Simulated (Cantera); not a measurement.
**Equilibrium for boron, boron nitride and boron oxide: BCl3 + H2O + H2**

Charge: 1 mol BCl3, a varied amount of H2O, 94 mol H2, held at 1300 °C and 0.100 bar.

These are equilibrium values from Cantera (NASA tables, ideal gas, pure condensed phases), not measurements of a reactor. Candidate condensed phases: B, B2O3, B3O3H3, H2O; 33 gas species. The tables' values for BOCl, BCl, BH2 are old estimates; treat these amounts as uncertain. Gases not in the tables: H3BO3. Kinetics and transport are ignored.

At 0.93 mol H2O the condensed part is B(s). From 1.2 mol H2O to 7.4 mol H2O nothing is condensed.

```json
[
 {"n(H2O) (mol)": "0.93", "x H2": "0.960", "x H2O": "8.00e-6", "x HCl": "0.0305", "x HBO2": "7.86e-5", "x HBO": "0.00795", "x B2O3": "3.46e-5", "x B2O2": "0.000406", "n B(s)": "0.0715"},
 {"n(H2O) (mol)": "1.2", "x H2": "0.960", "x H2O": "0.000163", "x HCl": "0.0306", "x HBO2": "0.00138", "x HBO": "0.00682", "x B2O3": "0.000521", "x B2O2": "0.000299", "n B(s)": "0"},
 {"n(H2O) (mol)": "1.5", "x H2": "0.959", "x H2O": "0.000656", "x HCl": "0.0306", "x HBO2": "0.00359", "x HBO": "0.00442", "x B2O3": "0.000880", "x B2O2": "0.000126", "n B(s)": "0"},
 {"n(H2O) (mol)": "1.9", "x H2": "0.958", "x H2O": "0.00220", "x HCl": "0.0305", "x HBO2": "0.00621", "x HBO": "0.00227", "x B2O3": "0.000782", "x B2O2": "3.33e-5", "n B(s)": "0"},
 {"n(H2O) (mol)": "2.3", "x H2": "0.955", "x H2O": "0.00493", "x HCl": "0.0305", "x HBO2": "0.00775", "x HBO": "0.00126", "x B2O3": "0.000544", "x B2O2": "1.03e-5", "n B(s)": "0"},
 {"n(H2O) (mol)": "3", "x H2": "0.949", "x H2O": "0.0111", "x HCl": "0.0303", "x HBO2": "0.00881", "x HBO": "0.000634", "x B2O3": "0.000313", "x B2O2": "2.62e-6", "n B(s)": "0"},
 {"n(H2O) (mol)": "3.7", "x H2": "0.942", "x H2O": "0.0177", "x HCl": "0.0301", "x HBO2": "0.00917", "x HBO": "0.000411", "x B2O3": "0.000212", "x B2O2": "1.11e-6", "n B(s)": "0"},
 {"n(H2O) (mol)": "4.7", "x H2": "0.933", "x H2O": "0.0272", "x HCl": "0.0298", "x HBO2": "0.00936", "x HBO": "0.000270", "x B2O3": "0.000144", "x B2O2": "4.81e-7", "n B(s)": "0"},
 {"n(H2O) (mol)": "5.9", "x H2": "0.922", "x H2O": "0.0386", "x HCl": "0.0294", "x HBO2": "0.00941", "x HBO": "0.000189", "x B2O3": "0.000103", "x B2O2": "2.40e-7", "n B(s)": "0"},
 {"n(H2O) (mol)": "7.4", "x H2": "0.909", "x H2O": "0.0524", "x HCl": "0.0290", "x HBO2": "0.00938", "x HBO": "0.000137", "x B2O3": "7.49e-5", "x B2O2": "1.27e-7", "n B(s)": "0"}
]
```
x: gas mole fraction; n: condensed amount in mol.
